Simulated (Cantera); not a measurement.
Input: 1 mol SiCl₄, 6.1 mol NH₃, 2.6 mol N₂, at 1.00 bar.

Cantera equilibrium calculation (NASA polynomials, part measured and part estimated; ideal gas, pure solids and liquids). Candidate condensed phases: NH₄Cl, Si, Si₃N₄; 28 gas species. Gases not in the tables: Si₂H₆ and higher silanes. Equilibrium is a limit: real reactors are often held back by kinetics, nucleation or transport.

Over these rows the condensed part is Si₃N₄(s). Partial pressures as log10 of bar:

```csv
T (K),1000/T (1/K),log p Si,log p H₂,log p N₂,log p HCl,log p SiCl₂
1773,0.5640,-6.84,-0.34,-0.49,-0.71,-1.75
1823,0.5485,-6.29,-0.33,-0.49,-0.74,-1.61
1873,0.5339,-5.77,-0.33,-0.49,-0.78,-1.49
1923,0.5200,-5.28,-0.32,-0.48,-0.82,-1.40
1973,0.5068,-4.81,-0.32,-0.48,-0.86,-1.32
2023,0.4943,?,-0.32,-0.47,-0.91,-1.26
```

Q: Fit log p(Si) = a + b·(1000/T) to the five rows, give the apparent enthalpy, and predict the row at 2023 K.

A: Means: 1000/T = 0.5346, log p = -5.798. Sxy = -0.072522, Sxx = 0.0020441, so b = -35.48 and a = -5.798 − (-35.48)×0.5346 = 13.17.
Apparent enthalpy: −19.145 × (-35.48) = 679 kJ/mol. With the condensed phases at unit activity, 1/3 Si₃N₄(s) = Si(g) + 2/3 N₂(g) links this pressure to the main gases: over the six rows their terms move log p by -0.01 in all, so the slope is close to that reaction's ΔH°. The five rows lie within 0.01 of the line.
Prediction at 2023 K: 13.17 + (-35.48)×0.4943 = -4.37. The computed value is -4.36, 0.01 from the line.
